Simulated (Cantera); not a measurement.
A perfectly stirred reactor is fed with H2 : O2 : N2 = 1.5 : 1 : 3 (molar parts), equivalence ratio 0.75, at 0.415 atm; it is held at 1125 K, and followed from long to short residence time.

Computed with Cantera and the H2/O2 subset of GRI-Mech 3.0, which has no nitrogen chemistry. The temperature is held fixed by assumption; the heat of reaction is taken as removed at once.

Task: Predict: x(H2) at τ = 6.20 s; x(O2) at τ = 6.20 s; x(H2O2) at τ = 6.20 s; x(H) at τ = 6.20 s; x(OH) at τ = 6.20 s; x(H2) at τ = 36.0 ms; x(O2) at τ = 36.0 ms; x(H2O2) at τ = 36.0 ms; x(H) at τ = 36.0 ms; x(OH) at τ = 36.0 ms.

Result: 
- x(H2) at τ = 6.20 s: 0.000157
- x(O2) at τ = 6.20 s: 0.0527
- x(H2O2) at τ = 6.20 s: 4.06e-7
- x(H) at τ = 6.20 s: 1.20e-6
- x(OH) at τ = 6.20 s: 5.09e-5
- x(H2) at τ = 36.0 ms: 0.00369
- x(O2) at τ = 36.0 ms: 0.0542
- x(H2O2) at τ = 36.0 ms: 3.62e-6
- x(H) at τ = 36.0 ms: 0.000196
- x(OH) at τ = 36.0 ms: 0.000357
